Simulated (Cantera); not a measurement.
A closed system holds: 1 mol Fe(CO)5, a varied amount of H2, held at 10000 Pa.

Points: T (K) = 975, 1000, 1025, 1050, 1075, 1100, 1125, 1150, 1175, 1200, 1225, 1250, 1275, 1300; n(H2) (mol) = 3.6, 9.2, 15, 20, 26, 31, 37, 43, 48, 54, 59.

Cantera's Mixture.equilibrate('TP', solver="vcs", rtol=1e-11, max_steps=5000) on the NASA tables stopped like this:

```
ERROR: FAILURE its = 5001!

*******************************************************************************
CanteraError thrown by MultiPhase::equilibrate:
VCS solver failed. Return code: -1
*******************************************************************************
```

Q: What got this run through?

A: One answer among several that fit: The failure is numerical, not chemical. The same input converged with solver="gibbs", rtol=1e-10, max_steps=50000, and the result passed a check of the equilibrium conditions:
```
    975        3.6  C(gr) + Fe(a)
    975        9.2  C(gr) + Fe(a)
    975         15  C(gr) + Fe(a)
    975         20  C(gr) + Fe(a)
    975         26  C(gr) + Fe(a)
    975         31  Fe(a)
    975         37  Fe(a)
    975         43  Fe(a)
    975         48  Fe(a)
    975         54  Fe(a)
    975         59  Fe(a)
   1000        3.6  C(gr) + Fe(a)
   1000        9.2  C(gr) + Fe(a)
   1000         15  C(gr) + Fe(a)
   1000         20  C(gr) + Fe(a)
   1000         26  Fe(a)
   1000         31  Fe(a)
   1000         37  Fe(a)
   1000         43  Fe(a)
   1000         48  Fe(a)
   1000         54  Fe(a)
   1000         59  Fe(a)
   1025        3.6  C(gr) + Fe(a)
   1025        9.2  C(gr) + Fe(a)
   1025         15  C(gr) + Fe(a)
   1025         20  C(gr) + Fe(a)
   1025         26  Fe(a)
   1025         31  Fe(a)
   1025         37  Fe(a)
   1025         43  Fe(a)
   1025         48  Fe(a)
   1025         54  Fe(a)
   1025         59  Fe(a)
   1050        3.6  C(gr) + Fe(a)
   1050        9.2  C(gr) + Fe(a)
   1050         15  C(gr) + Fe(a)
   1050         20  C(gr) + Fe(a)
   1050         26  Fe(a)
   1050         31  Fe(a)
   1050         37  Fe(a)
   1050         43  Fe(a)
   1050         48  Fe(a)
   1050         54  Fe(a)
   1050         59  Fe(a)
   1075        3.6  C(gr) + Fe(a)
   1075        9.2  C(gr) + Fe(a)
   1075         15  C(gr) + Fe(a)
   1075         20  Fe(a)
   1075         26  Fe(a)
   1075         31  Fe(a)
   1075         37  Fe(a)
   1075         43  Fe(a)
   1075         48  Fe(a)
   1075         54  Fe(a)
   1075         59  Fe(a)
   1100        3.6  C(gr) + Fe(a)
   1100        9.2  C(gr) + Fe(a)
   1100         15  C(gr) + Fe(a)
   1100         20  Fe(a)
   1100         26  Fe(a)
   1100         31  Fe(a)
   1100         37  Fe(a)
   1100         43  Fe(a)
   1100         48  Fe(a)
   1100         54  Fe(a)
   1100         59  Fe(a)
   1125        3.6  C(gr) + Fe(a)
   1125        9.2  C(gr) + Fe(a)
   1125         15  Fe(a)
   1125         20  Fe(a)
   1125         26  Fe(a)
   1125         31  Fe(a)
   1125         37  Fe(a)
   1125         43  Fe(a)
   1125         48  Fe(a)
   1125         54  Fe(a)
   1125         59  Fe(a)
   1150        3.6  C(gr) + Fe(a)
   1150        9.2  C(gr) + Fe(a)
   1150         15  Fe(a)
   1150         20  Fe(a)
   1150         26  Fe(a)
   1150         31  Fe(a)
   1150         37  Fe(a)
   1150         43  Fe(a)
   1150         48  Fe(a)
   1150         54  Fe(a)
   1150         59  Fe(a)
   1175        3.6  C(gr) + Fe(a)
   1175        9.2  C(gr) + Fe(a)
   1175         15  Fe(a)
   1175         20  Fe(a)
   1175         26  Fe(a)
   1175         31  Fe(a)
   1175         37  Fe(a)
   1175         43  Fe(a)
   1175         48  Fe(a)
   1175         54  Fe(a)
   1175         59  Fe(a)
   1200        3.6  C(gr) + Fe(c)
   1200        9.2  C(gr) + Fe(c)
   1200         15  Fe(c)
   1200         20  Fe(c)
   1200         26  Fe(c)
   1200         31  Fe(c)
   1200         37  Fe(c)
   1200         43  Fe(c)
   1200         48  Fe(c)
   1200         54  Fe(c)
   1200         59  Fe(c)
   1225        3.6  C(gr) + Fe(c)
   1225        9.2  C(gr) + Fe(c)
   1225         15  Fe(c)
   1225         20  Fe(c)
   1225         26  Fe(c)
   1225         31  Fe(c)
   1225         37  Fe(c)
   1225         43  Fe(c)
   1225         48  Fe(c)
   1225         54  Fe(c)
   1225         59  Fe(c)
   1250        3.6  C(gr) + Fe(c)
   1250        9.2  C(gr) + Fe(c)
   1250         15  Fe(c)
   1250         20  Fe(c)
   1250         26  Fe(c)
   1250         31  Fe(c)
   1250         37  Fe(c)
   1250         43  Fe(c)
   1250         48  Fe(c)
   1250         54  Fe(c)
   1250         59  Fe(c)
   1275        3.6  C(gr) + Fe(c)
   1275        9.2  Fe(c)
   1275         15  Fe(c)
   1275         20  Fe(c)
   1275         26  Fe(c)
   1275         31  Fe(c)
   1275         37  Fe(c)
   1275         43  Fe(c)
   1275         48  Fe(c)
   1275         54  Fe(c)
   1275         59  Fe(c)
   1300        3.6  C(gr) + Fe(c)
   1300        9.2  Fe(c)
   1300         15  Fe(c)
   1300         20  Fe(c)
   1300         26  Fe(c)
   1300         31  Fe(c)
   1300         37  Fe(c)
   1300         43  Fe(c)
   1300         48  Fe(c)
   1300         54  Fe(c)
   1300         59  Fe(c)
```

The gas is ideal and each condensed phase is pure. Condensed phases not in the tables: cementite and carbon dissolved in iron.
